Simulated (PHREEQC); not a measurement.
A solution holds 0.0015 mol NaHSO4 per kg of water, at 25 °C. Closed to the air; pH follows from the charge balance.

Model: Pitzer model, pitzer.dat, run in PHREEQC.

Each row changes one thing in this solution. This is a speciation only: nothing precipitates in the calculation.

```
case                                           pH  ionic strength (mol/kgw)  SO4-2 (mol/kgw)  HSO4- (mol/kgw)  SI of Mirabilite (Na2SO4:10H2O)  SI of Thenardite (Na2SO4)
-------------------------------------  ----------  ------------------------  ---------------  ---------------  -------------------------------  -------------------------
as made                                      2.90                   0.00423          0.00137         0.000133                            -7.46                      -8.40
NaHSO4 from 0.0015 to 0.00165 mol/kgw        2.86                   0.00464          0.00149         0.000157                            -7.35                      -8.28
diluted 2-fold with water              (withheld)                (withheld)       (withheld)          3.91e-5                            -8.29                      -9.23
NaHSO4 from 0.0015 to 0.015 mol/kgw          2.07                    0.0356           0.0103          0.00472                            -4.88                      -5.81
diluted 10-fold with water             (withheld)                  0.000446         0.000148          1.90e-6                           -10.30                     -11.24
NaHSO4 from 0.0015 to 0.003 mol/kgw          2.63                (withheld)          0.00257         0.000427                            -6.65                      -7.59
```

### Question
Some entries are withheld; supply them.

### Answer

- diluted 2-fold with water, pH: 3.17
- diluted 2-fold with water, ionic strength (mol/kgw): 0.00217
- diluted 2-fold with water, SO4-2 (mol/kgw): 0.000711
- diluted 10-fold with water, pH: 3.84
- NaHSO4 from 0.0015 to 0.003 mol/kgw, ionic strength (mol/kgw): 0.00815
